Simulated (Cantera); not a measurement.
Input: 1 mol PbF₂, 0.52 mol HF, 41 mol H₂, held at 7.50 Torr.

Equilibrium computed with Cantera from the NASA thermochemical tables; the gas is ideal and each condensed phase is pure. Candidate condensed phases: Pb, PbF₂; 16 gas species. Rates play no part.

What share of the Pb ends up in condensed phases as a function of T (K), at 798, 948, 1098, 1248, 1398, 1548, 1698, 1848, 1998?


```
T (K)  Pb condensed (%)     as
-----  ----------------  -----
798               100.0  Pb(l)
948                98.0  Pb(l)
1098               49.7  Pb(l)
1248                0.0      -
1398                0.0      -
1548                0.0      -
1698                0.0      -
1848                0.0      -
1998                0.0      -
```
